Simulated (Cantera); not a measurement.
Input: 1 mol C2F6, 0.0071 mol CH4, 12 mol H2, held at 2873 K and 52.0 Pa.

Cantera equilibrium calculation (NASA polynomials, part measured and part estimated; ideal gas, pure solids and liquids). Candidate condensed phases: C, C6H6, C7H8, C8H18; 95 gas species. The feed counts by its element totals alone. Kinetics and transport are ignored.

What is the equilibrium state?


| Quantity | Value |
|---|---|
| x(H) | 0.701 |
| x(HF) | 0.207 |
| x(F) | 0.0305 |
| x(H2) | 0.0231 |
| x(C3) | 0.0182 |
| x(C) | 0.0138 |
| x(C2) | 0.00360 |
| x(CF) | 0.00134 |
| x(C2H) | 0.00105 |
| gas amount | 25.14 mol |
| log10 activity of C(graphite) (absent) | -0.30 |
